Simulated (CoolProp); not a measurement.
Saturation properties of carbon dioxide.

Values from CoolProp's reference Helmholtz-energy equation of state, Span 1996.

```json
[
 {"T (K)": "227.5", "p (bar)": "8.111", "surface tension (mN/m)": "14.0", "liquid viscosity (µPa s)": "211"},
 {"T (K)": "232.9", "p (bar)": "9.953", "surface tension (mN/m)": "12.7", "liquid viscosity (µPa s)": "193"},
 {"T (K)": "238.2", "p (bar)": "12.05", "surface tension (mN/m)": "11.6", "liquid viscosity (µPa s)": "178"},
 {"T (K)": "243.6", "p (bar)": "14.49", "surface tension (mN/m)": "10.4", "liquid viscosity (µPa s)": "163"},
 {"T (K)": "248.9", "p (bar)": "17.24", "surface tension (mN/m)": "9.26", "liquid viscosity (µPa s)": "150"},
 {"T (K)": "254.3", "p (bar)": "20.40", "surface tension (mN/m)": "8.14", "liquid viscosity (µPa s)": "137"},
 {"T (K)": "259.6", "p (bar)": "23.91", "surface tension (mN/m)": "7.07", "liquid viscosity (µPa s)": "126"},
 {"T (K)": "265", "p (bar)": "27.91", "surface tension (mN/m)": "6.01", "liquid viscosity (µPa s)": "115"},
 {"T (K)": "270.4", "p (bar)": "32.38", "surface tension (mN/m)": "4.99", "liquid viscosity (µPa s)": "105"},
 {"T (K)": "275.7", "p (bar)": "37.26", "surface tension (mN/m)": "4.03", "liquid viscosity (µPa s)": "96.0"},
 {"T (K)": "281.1", "p (bar)": "42.78", "surface tension (mN/m)": "3.09", "liquid viscosity (µPa s)": "86.9"},
 {"T (K)": "286.4", "p (bar)": "48.76", "surface tension (mN/m)": "2.23", "liquid viscosity (µPa s)": "78.2"},
 {"T (K)": "291.8", "p (bar)": "55.50", "surface tension (mN/m)": "1.41", "liquid viscosity (µPa s)": "69.1"}
]
```

Viscosity comes from a separate model (Laesecke 2017). Surface tension comes from a separate correlation (Mulero 2012).
